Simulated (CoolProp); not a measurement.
The fluid at 298.15 K and 0.538 MPa is throttled through a valve to 0.373 MPa with no heat exchange. The same conditions are run with several fluids, on thermodynamics alone (safety and materials aside).

Model: reference Helmholtz-energy equation of state of each fluid (R125: Lemmon 2005; carbonyl sulfide: Lemmon 2006; carbon dioxide: Span 1996; fluoroethane (R161): Wu 2012; carbon monoxide: Lemmon 2006), in CoolProp.

Problem. Rank R125, carbonyl sulfide, carbon dioxide, fluoroethane (R161), carbon monoxide by temperature change (K), highest first.

Solution. carbon monoxide (-0.4), carbon dioxide (-1.8), R125 (-2.5), carbonyl sulfide (-3.5), fluoroethane (R161) (-3.8)

| fluid | final density (kg/m³) |
|---|---|
| R125 | 19.4 |
| carbonyl sulfide | 9.57 |
| carbon dioxide | 6.79 |
| fluoroethane (R161) | 7.81 |
| carbon monoxide | 4.23 |
